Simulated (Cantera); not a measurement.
A freely propagating, adiabatic, planar premixed flame of CO : H₂ : O₂ : N₂ = 1 : 0.65 : 1.06 : 3.98 (molar parts), equivalence ratio 0.78, unburnt at 500 K and 105 Torr; mixture-averaged transport, grid criteria slope 0.08 and curve 0.16, no radiation.

Computed with Cantera and GRI-Mech 3.0 (53 species, 325 reactions). Burning velocities carry a grid error of a few per cent, more on coarse grids.

x: mole fraction of selected species; z is measured from the peak of heat release.

| z (mm) | T (K) | u (m/s) | x CO | x H₂ | x O₂ | x NO₂ | x NO | x H₂O |
|---|---|---|---|---|---|---|---|---|
| -22.5 | 500 | 2.07 | 0.149 | 0.0972 | 0.158 | <1e-8 | <1e-8 | <1e-8 |
| -15.0 | 500 | 2.07 | 0.149 | 0.0972 | 0.158 | <1e-8 | <1e-8 | <1e-8 |
| -11.3 | 500 | 2.07 | 0.149 | 0.0972 | 0.158 | <1e-8 | <1e-8 | <1e-8 |
| -7.50 | 500 | 2.07 | 0.149 | 0.0971 | 0.158 | <1e-8 | <1e-8 | <1e-8 |
| -3.75 | 502 | 2.08 | 0.150 | 0.0960 | 0.159 | <1e-8 | <1e-8 | 4.64e-5 |
| -1.88 | [?] | 2.54 | 0.147 | 0.0841 | 0.156 | <1e-8 | <1e-8 | 0.00536 |
| 0 | [?] | 4.10 | 0.127 | 0.0358 | 0.126 | <1e-8 | 3.56e-7 | 0.0450 |
| 1.88 | [?] | 5.23 | 0.0840 | 0.00950 | 0.0823 | <1e-8 | 3.22e-6 | 0.0743 |
| 3.75 | [?] | 5.74 | 0.0585 | 0.00952 | 0.0688 | <1e-8 | 7.42e-6 | 0.0734 |
| 7.50 | 1618 | 6.23 | 0.0470 | 0.00984 | 0.0626 | <1e-8 | 1.45e-5 | 0.0761 |
| 15.0 | 1756 | 6.70 | 0.0452 | 0.00875 | 0.0603 | <1e-8 | 2.35e-5 | 0.0827 |
| 30.0 | 1892 | 7.15 | 0.0413 | 0.00712 | 0.0576 | <1e-8 | 3.58e-5 | 0.0890 |
| 60.0 | 2016 | 7.55 | 0.0349 | 0.00540 | 0.0544 | <1e-8 | 6.21e-5 | 0.0943 |

**Question.** Some entries are withheld; supply them.

**Answer.** 
- -1.88, T (K): 619
- 0, T (K): 1021
- 1.88, T (K): 1325
- 3.75, T (K): 1472
